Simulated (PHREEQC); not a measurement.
PHREEQC input (ion-association model, wateq4f.dat):

```
PHASES
  Fix_H+
    H+ = H+
    -log_k 0
SOLUTION 1
  temp 20
  units mol/kgw
  pH 7 charge
  Cl 0.1
  Na 0.1
END
SELECTED_OUTPUT 1
  -reset false
  -pH true
  -pe true
  -ionic_strength true
  -water true
  -totals Ca Cl F Na
  -molalities H+ Ca+2 Cl- F- Na+ CaOH+ O2 OH- CaF+ HF
    HF2- H2F2 NaF
  -equilibrium_phases Fluorite Portlandite
PRINT
  -reset false
USE solution 1
EQUILIBRIUM_PHASES 1
  Fix_H+ -4 HCl 10
    -force_equality true
  Fluorite 0 0.01
  Portlandite 0 0
  O2(g) -0.68 10
END
# ... the last block is repeated for the other 12 points of pH, with NaOH or the acid as the point needs
```

Selected output (columns that matter, 13 of 13 rows; pH added in front):

```
pH	mu	Ca	Cl	F	Na	m_H+	m_Ca+2	m_Cl-	m_F-	m_Na+	m_CaOH+	m_OH-	m_HF	Fluorite
4	0.10104	0.00031432	0.10018	0.00062865	0.1	0.00012105	0.00031381	0.10018	0.00055282	0.099981	2.5583e-13	8.8744e-11	5.6494e-05	0.0096857
4.75	0.1009	0.0002985	0.10003	0.000597	0.1	2.1525e-05	0.000298	0.10003	0.0005671	0.099981	1.3666e-12	4.9898e-10	1.0307e-05	0.0097015
5.5	0.10087	0.00029564	0.10001	0.00059128	0.1	3.8277e-06	0.00029515	0.10001	0.0005698	0.099981	7.6117e-12	2.8059e-09	1.8417e-06	0.0097044
6.25	0.10087	0.00029513	0.1	0.00059027	0.1	6.8067e-07	0.00029464	0.1	0.00057029	0.099981	4.273e-11	1.5779e-08	3.2779e-07	0.0097049
7	0.10086	0.00029504	0.1	0.00059008	0.1	1.2104e-07	0.00029455	0.1	0.00057037	0.099981	2.4022e-10	8.8729e-08	5.83e-08	0.009705
7.75	0.10086	0.00029503	0.1	0.00059005	0.1	2.1525e-08	0.00029453	0.1	0.00057039	0.099981	1.3508e-09	4.9896e-07	1.0368e-08	0.009705
8.5	0.10087	0.00029503	0.1	0.00059005	0.1	3.8277e-09	0.00029453	0.1	0.0005704	0.099984	7.5957e-09	2.8059e-06	1.8437e-09	0.009705
9.25	0.10088	0.00029505	0.1	0.00059009	0.10002	6.8068e-10	0.00029451	0.1	0.00057043	0.099997	4.271e-08	1.5779e-05	3.2787e-10	0.009705
10	0.10095	0.00029515	0.1	0.0005903	0.10009	1.2105e-10	0.00029442	0.1	0.00057062	0.10007	2.4006e-07	8.8737e-05	5.8319e-11	0.0097049
10.75	0.10136	0.00029573	0.1	0.00059146	0.1005	2.153e-11	0.00029389	0.1	0.00057169	0.10048	1.3464e-06	0.0004992	1.0385e-11	0.0097043
11.5	0.10368	0.00029898	0.1	0.00059796	0.10282	3.8329e-12	0.00029103	0.1	0.00057763	0.1028	7.4612e-06	0.0028133	1.8607e-12	0.009701
12.25	0.11689	0.00031649	0.1	0.00063299	0.11605	6.8564e-13	0.00027709	0.1	0.00060945	0.11602	3.8929e-05	0.016007	3.4385e-13	0.0096835
13	0.19592	0.00039907	0.1	0.00079814	0.19509	1.2506e-13	0.00023339	0.1	0.00075478	0.19505	0.00016526	0.094929	7.0319e-14	0.0096009
```
